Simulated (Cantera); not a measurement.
An adiabatic, constant-volume homogeneous reactor starts with C3H8 : O2 : N2 = 1 : 6.1 : 23.8 (molar parts), equivalence ratio 0.82, at 1175 K and 1000000 Pa.

Cantera simulation using GRI-Mech 3.0 (53 species, 325 reactions); the numbers are that mechanism's predictions, not measurements. GRI-Mech 3.0 was tuned for natural gas; its chemistry of propane as a main component is partial and can be far from experiment.

One state of this run: T (K) = 2887; P (bar) = 25.8; x C3H8 = <1e-12; x O2 = 0.0327; x NO = 0.0157; x HCO = 5.28e-8; x CH3 = <1e-12. x: mole fraction; the columns are a selection and need not sum to one.

Q: Which value of t (s) does it belong to?
A. 0.00160
B. 0.000130
C. 0.000456
D. 0.0197

A: D, 0.0197
